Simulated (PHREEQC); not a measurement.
PHREEQC input (ion-association model, wateq4f.dat):

```
SOLUTION_MASTER_SPECIES
  An  An-  0  An  62.0  # stands for a non-complexing anion
SOLUTION_SPECIES
  An- = An-
    -log_k 0
    -gamma 3.0 0
PHASES
  Fix_H+
    H+ = H+
    -log_k 0
SOLUTION 1
  temp 25
  units mmol/kgw
  pH 7 charge
  Cl 0.0048
  Ca 0.0024
  B 0.00011
  Na 1
  An 1
END
SELECTED_OUTPUT 1
  -reset false
  -pH true
  -pe true
  -ionic_strength true
  -water true
  -totals B Ca Cl Na
  -molalities Hfo_wOH Hfo_wOH2+ Hfo_wO- Hfo_sOH Hfo_sOH2+ Hfo_sO- Hfo_sOHCa+2 Hfo_wOCa+ Hfo_wH2BO3
  -saturation_indices Portlandite Halite
USER_PUNCH 1
  -headings sigma psi
  10 PUNCH EDL("sigma", "Hfo"), EDL("psi", "Hfo")
PRINT
  -reset false
USE solution 1
SURFACE 1
  Hfo_wOH 5.8427e-05 600 0.026
  Hfo_sOH 1.46067e-06
EQUILIBRIUM_PHASES 1
  Fix_H+ -4 HAn 10
    -force_equality true
  O2(g) -0.68 10
END
# ... the last block is repeated for the other 12 points of pH, with NaOH or the acid as the point needs
```

Selected output (columns that matter, 11 of 13 rows; pH added in front):

```
pH	mu	B	Ca	Na	m_Hfo_wOH	m_Hfo_wOH2+	m_Hfo_wO-	m_Hfo_sOH	m_Hfo_sOH2+	m_Hfo_sO-	si_Portlandite	si_Halite	sigma	psi
4	0.0011203	1.0998e-07	2.4e-06	0.001	3.6815e-05	2.0065e-05	1.5474e-06	9.2036e-07	5.0162e-07	3.8685e-08	-20.484	-9.9334	0.1174	0.21022
4.5	0.0010463	1.0998e-07	2.4e-06	0.001	4.0953e-05	1.4895e-05	2.5795e-06	1.0238e-06	3.7236e-07	6.4488e-08	-19.482	-9.9324	0.078078	0.19103
5	0.0010216	1.0998e-07	2.4e-06	0.001	4.314e-05	1.1617e-05	3.6701e-06	1.0785e-06	2.9042e-07	9.1752e-08	-18.482	-9.932	0.050383	0.16917
6	0.0010098	1.0998e-07	2.4e-06	0.001	4.4603e-05	8.3936e-06	5.4299e-06	1.1151e-06	2.0984e-07	1.3574e-07	-16.481	-9.9319	0.018791	0.11922
6.5	0.0010084	1.0998e-07	2.3998e-06	0.001	4.4768e-05	7.6854e-06	5.974e-06	1.1191e-06	1.9211e-07	1.4933e-07	-15.481	-9.9318	0.010853	0.092005
7	0.0010078	1.0998e-07	2.3984e-06	0.001	4.4826e-05	7.2661e-06	6.3351e-06	1.1195e-06	1.8146e-07	1.5821e-07	-14.482	-9.9318	0.0059216	0.063902
7.5	0.0010074	1.0998e-07	2.3852e-06	0.001	4.4845e-05	6.9948e-06	6.5864e-06	1.1106e-06	1.7323e-07	1.6311e-07	-13.484	-9.9318	0.0027654	0.035312
8	0.0010081	1.0998e-07	2.2778e-06	0.0010012	4.4842e-05	6.7119e-06	6.8632e-06	1.0348e-06	1.5489e-07	1.5839e-07	-12.504	-9.9313	0.00049394	0.0067936
9	0.0010166	1.0999e-07	1.0208e-06	0.0010138	4.4328e-05	5.3656e-06	8.3895e-06	3.2492e-07	3.933e-08	6.1495e-08	-10.853	-9.926	-0.0039092	-0.046907
9.5	0.0010386	1.0999e-07	2.94e-07	0.0010383	4.3603e-05	4.7118e-06	9.2436e-06	1.6949e-07	1.8315e-08	3.593e-08	-10.394	-9.916	-0.0074625	-0.073571
10	0.00111	1.1e-07	4.1495e-08	0.001111	4.3063e-05	4.2339e-06	1.0034e-05	1.4889e-07	1.4638e-08	3.4691e-08	-10.247	-9.8876	-0.013602	-0.10072
```
